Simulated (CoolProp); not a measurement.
Values from CoolProp's reference Helmholtz-energy equation of state, Setzmann 1991.

Problem. For methane, give the phase and the cv (kJ/(kg K)), Joule-Thomson coefficient (K/MPa), Prandtl number at 473.9 K and 3090 kPa.

Solution. 
- 473.9 K and 3090 kPa: gas; cv 2.29, Joule-Thomson coefficient 1.33, Prandtl number 0.735

Viscosity comes from a separate model (Quiñones-Cisneros 2006). Thermal conductivity comes from a separate model (Friend 1989).
